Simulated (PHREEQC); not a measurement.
Consider water at 25 °C with 3.5 mmol/kgw MnSO4 and 2.8 mmol/kgw HF. Closed to the air; pH follows from the charge balance.

All values are PHREEQC results (ion-association model, wateq4f.dat), not measurements.

Q: The ionic strength comes out as 0.0125 mol/kgw. What activity coefficients do MnF+, F-, HSO4-, HF2-, Mn+2 get?

A: MnF+ 0.90, F- 0.89, HSO4- 0.89, HF2- 0.89, Mn+2 0.65.

Precipitation was switched off in this run.
